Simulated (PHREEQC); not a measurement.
PHREEQC input (ion-association model, wateq4f.dat):

```
SOLUTION_MASTER_SPECIES
  An  An-  0  An  62.0  # stands for a non-complexing anion
SOLUTION_SPECIES
  An- = An-
    -log_k 0
    -gamma 3.0 0
PHASES
  Fix_H+
    H+ = H+
    -log_k 0
SOLUTION 1
  temp 25
  units mmol/kgw
  pH 7 charge
  Na 100
  An 100
END
SELECTED_OUTPUT 1
  -reset false
  -pH true
  -pe true
  -ionic_strength true
  -water true
  -totals Na
  -molalities Hfo_wOH Hfo_wOH2+ Hfo_wO- Hfo_sOH Hfo_sOH2+ Hfo_sO-
USER_PUNCH 1
  -headings sigma psi
  10 PUNCH EDL("sigma", "Hfo"), EDL("psi", "Hfo")
PRINT
  -reset false
USE solution 1
SURFACE 1
  Hfo_wOH 2.92135e-05 600 0.013
  Hfo_sOH 7.30337e-07
EQUILIBRIUM_PHASES 1
  Fix_H+ -4 HAn 10
    -force_equality true
  O2(g) -0.68 10
END
# ... the last block is repeated for the other 12 points of pH, with NaOH or the acid as the point needs
```

Selected output (columns that matter, 13 of 13 rows; pH added in front):

```
pH	mu	Na	m_Hfo_wOH	m_Hfo_wOH2+	m_Hfo_wO-	m_Hfo_sOH	m_Hfo_sOH2+	m_Hfo_sO-	sigma	psi
4	0.10013	0.1	3.8982e-06	2.5302e-05	1.3758e-08	9.7454e-08	6.3254e-07	3.4396e-10	0.32066	0.14657
4.67	0.10004	0.1	9.0585e-06	2.0061e-05	9.3703e-08	2.2646e-07	5.0153e-07	2.3426e-09	0.25319	0.13456
5.33	0.10001	0.1	1.4577e-05	1.4296e-05	3.4047e-07	3.6441e-07	3.5741e-07	8.5119e-09	0.17696	0.11644
6	0.10001	0.1	1.8756e-05	9.6202e-06	8.3768e-07	4.6889e-07	2.4051e-07	2.0942e-08	0.11136	0.093463
6.67	0.1	0.1	2.1116e-05	6.5342e-06	1.5633e-06	5.279e-07	1.6335e-07	3.9082e-08	0.063032	0.066812
7.33	0.1	0.1	2.2125e-05	4.7058e-06	2.383e-06	5.5312e-07	1.1764e-07	5.9575e-08	0.029454	0.037401
8	0.1	0.1	2.242e-05	3.5495e-06	3.2442e-06	5.605e-07	8.8737e-08	8.1104e-08	0.0038712	0.0053519
8.67	0.10001	0.10001	2.2279e-05	2.6611e-06	4.2731e-06	5.5698e-07	6.6527e-08	1.0683e-07	-0.020441	-0.027044
9.33	0.10003	0.10003	2.1565e-05	1.8315e-06	5.8169e-06	5.3913e-07	4.5788e-08	1.4542e-07	-0.050536	-0.057326
10	0.10014	0.10014	1.9716e-05	1.0547e-06	8.443e-06	4.929e-07	2.6368e-08	2.1107e-07	-0.093685	-0.085085
10.67	0.10062	0.10063	1.6135e-05	4.7313e-07	1.2605e-05	4.0337e-07	1.1828e-08	3.1513e-07	-0.15384	-0.10927
11.33	0.10282	0.10283	1.0868e-05	1.4871e-07	1.8197e-05	2.7171e-07	3.7176e-09	4.5491e-07	-0.22885	-0.12873
12	0.11327	0.11329	5.0008e-06	2.3684e-08	2.4189e-05	1.2502e-07	5.921e-10	6.0473e-07	-0.30642	-0.14111
```

Species that the database lacks are ignored.
